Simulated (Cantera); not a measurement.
## NO annealing gas

An isothermal, constant-pressure homogeneous reactor starts with NO : N₂ = 1 : 0.43 (molar parts), at 1773 K and 0.0263 atm.

Cantera simulation using GRI-Mech 3.0 (53 species, 325 reactions); the numbers are that mechanism's predictions, not measurements. Radical loss at walls, strong at low pressure, is not modelled.

```tsv
t (s)	x NO	x O	x O₂	x NO₂	x N₂O	x N₂
3.00e-6	0.699	7.08e-9	<1e-12	<1e-12	7.08e-9	0.301
1.66e-5	0.699	3.91e-8	2.70e-12	2.09e-11	3.91e-8	0.301
9.17e-5	0.699	2.16e-7	8.25e-11	6.39e-10	2.16e-7	0.301
0.000507	0.699	1.18e-6	2.47e-9	1.90e-8	1.19e-6	0.301
0.00280	0.699	6.18e-6	7.50e-8	5.34e-7	6.50e-6	0.301
0.0155	0.699	2.74e-5	2.93e-6	1.03e-5	3.33e-5	0.301
0.0856	0.699	6.17e-5	0.000120	3.80e-5	0.000122	0.301
0.473	0.697	7.23e-5	0.00118	4.46e-5	0.000175	0.302
2.62	0.684	8.69e-5	0.00728	6.15e-5	0.000166	0.308
14.5	0.618	0.000139	0.0404	0.000113	0.000126	0.341
80.0	0.347	0.000251	0.176	0.000135	3.46e-5	0.477
```
x: mole fraction; the columns are a selection and need not sum to one.

Equilibrium at this temperature and pressure: NO 0.00443, O 0.000341, O₂ 0.347, NO₂ 2.47e-6, N₂O 3.79e-8, N₂ 0.648 (gas phase only).
